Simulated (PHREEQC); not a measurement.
A solution holds 0.18 mol CdSO4, 0.0029 mol KCl and 0.16 mol FeSO4 per kg of water, at 75 °C. It is in equilibrium with CO2 at log p = -1 (atm). Otherwise closed; pH follows from the charge balance.

All values are PHREEQC results (ion-association model, phreeqc.dat), not measurements.

Question: The ionic strength comes out as 0.534 mol/kgw. What activity coefficients do Cd(SO4)2-2, CdCl+, CdHCO3+, Cd+2, Cd2OH+3 get?

Answer: Cd(SO4)2-2 0.26, CdCl+ 0.71, CdHCO3+ 0.71, Cd+2 0.26, Cd2OH+3 0.047.

This is a speciation only: nothing precipitates in the calculation. Examples of supersaturated solids here: Otavite. Others may be too. Species that the database lacks are ignored. Constants without temperature data keep their 25 °C values here.
